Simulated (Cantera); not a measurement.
**Equilibrium for carbon deposition, reforming and gasification: C2H2 + O2 + H2**

A closed system holds: 1 mol C2H2, a varied amount of O2, 11 mol H2, held at 2025 °C and 75.0 Torr.

These are equilibrium values from Cantera (NASA tables, ideal gas, pure condensed phases), not measurements of a reactor. Candidate condensed phases: C, C6H6, C7H8, C8H18, H2O; 110 gas species. Equilibrium is a limit: real reactors are often held back by kinetics, nucleation or transport.

| n(O2) (mol) | x H2 | x CO | x H | x H2O | x C2H2 (acetylene) | x CO2 | x OH | x CH4 | n C(graphite) |
|---|---|---|---|---|---|---|---|---|---|
| 0.08 | 0.953 | 0.0130 | 0.0296 | 5.20e-8 | 0.00408 | 1.26e-10 | 2.59e-10 | 1.95e-5 | 1.74 |
| 0.11 | 0.949 | 0.0177 | 0.0295 | 7.08e-8 | 0.00406 | 2.36e-10 | 3.54e-10 | 1.93e-5 | 1.68 |
| 0.16 | 0.941 | 0.0256 | 0.0294 | 1.01e-7 | 0.00403 | 4.92e-10 | 5.08e-10 | 1.90e-5 | 1.58 |
| 0.22 | 0.932 | 0.0349 | 0.0292 | 1.37e-7 | 0.00399 | 9.12e-10 | 6.89e-10 | 1.87e-5 | 1.46 |
| 0.3 | 0.920 | 0.0469 | 0.0291 | 1.82e-7 | 0.00394 | 1.65e-9 | 9.21e-10 | 1.82e-5 | 1.30 |
| 0.42 | 0.903 | 0.0645 | 0.0288 | 2.45e-7 | 0.00386 | 3.12e-9 | 1.25e-9 | 1.75e-5 | 1.06 |
| 0.59 | 0.880 | 0.0883 | 0.0284 | 3.26e-7 | 0.00376 | 5.85e-9 | 1.69e-9 | 1.66e-5 | 0.718 |
| 0.83 | 0.849 | 0.120 | 0.0279 | 4.28e-7 | 0.00363 | 1.08e-8 | 2.26e-9 | 1.55e-5 | 0.238 |
| 1.2 | 0.805 | 0.140 | 0.0272 | 0.0272 | 1.05e-12 | 0.000845 | 0.000148 | 2.43e-10 | 0 |
x: gas mole fraction; n: condensed amount in mol.

From 0.08 mol O2 to 0.83 mol O2 the condensed part is C(graphite). At 1.2 mol O2 nothing is condensed. The main C-bearing gas is CO throughout. The share of C in condensed phases is highest at 0.08 mol O2 (86.9 %) and lowest at 1.2 mol O2 (0.0 %).
